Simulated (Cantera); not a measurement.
A Cantera script and what it prints.

```python
import numpy as np
import cantera as ct

gas_names = """
    C CN CO CO2 C2 CCN CNC C2N2 C2O C3 C3O2 C4 C4N2 C5 N NCO NO NO2 NO3 N2 N2O O O2 O3 Pb PbO Pb2
""".split()
cond_names = """
    C(gr) Pb(cr) Pb(L) PbO(rd) PbO(yw) PbO(L) PbO2(s) Pb3O4(s)
""".split()


# ... load() reads the species with a 1 bar reference pressure and builds the phases ...
atoms = {
    'Pb': {'Pb': 1},
    'CO': {'C': 1, 'O': 1},
    'N2': {'N': 2},
    'O2': {'O': 2},
}
top_T = {'C(gr)': 4500, 'Pb3O4(s)': 820}  # K; cautious upper limits of use, not melting points


# ... equilibrate(T, P, feed) seeds the gas with the atoms and calls Mixture.equilibrate('TP', solver="vcs", rtol=1e-11, max_steps=5000) ...
results = []
feed = {'Pb': 1, 'CO': 1.7, 'N2': 1.8, 'O2': 0.64}  # mol
P = 36  # Pa
for T in [850, 900, 950, 1000, 1050, 1100, 1150, 1200, 1250, 1300, 1350, 1400]:
    mix = equilibrate(T, P, feed)
    results.append((T, P, feed, dict(zip(mix.species_names, mix.species_moles))))

top = {s: max(r[3][s] / sum(r[3][g] for g in gas_names) for r in results) for s in gas_names}
cols = sorted((s for s in top if top[s] > 0.001), key=lambda s: -top[s])[:7]
seen = [c for c in cond_names if any(r[3].get(c, 0) > 1e-12 for r in results)]
print("log10 of partial pressures in bar; condensed amounts in mol")
print(f"{'T/K':>10s}" + "".join(f"{s[:9]:>10s}" for s in cols + seen))
for T, P, feed, n in results:
    ng = sum(n[g] for g in gas_names)
    print(f"{T:10.4g}" + "".join(f"{np.log10(max(n[s] / ng * P / 1e5, 1e-99)):10.3f}" for s in cols)
          + "".join(f"{n.get(c, 0):10.4g}" for c in seen))
```

Output:

```
log10 of partial pressures in bar; condensed amounts in mol
       T/K        N2       CO2        Pb        CO     Pb(L)
       850    -3.733    -3.881    -6.497    -4.365    0.9969
       900    -3.734    -3.882    -5.864    -4.366    0.9866
       950    -3.739    -3.887    -5.298    -4.371    0.9504
      1000    -3.752    -3.901    -4.791    -4.385    0.8351
      1050    -3.793    -3.941    -4.332    -4.425    0.4805
      1100    -3.842    -3.990    -4.097    -4.474         0
      1150    -3.842    -3.990    -4.097    -4.474         0
      1200    -3.842    -3.990    -4.097    -4.474         0
      1250    -3.842    -3.990    -4.097    -4.473         0
      1300    -3.842    -3.990    -4.097    -4.473         0
      1350    -3.842    -3.990    -4.097    -4.473         0
      1400    -3.842    -3.990    -4.097    -4.472         0
```

Equilibrium computed with Cantera from the NASA thermochemical tables; the gas is ideal and each condensed phase is pure.
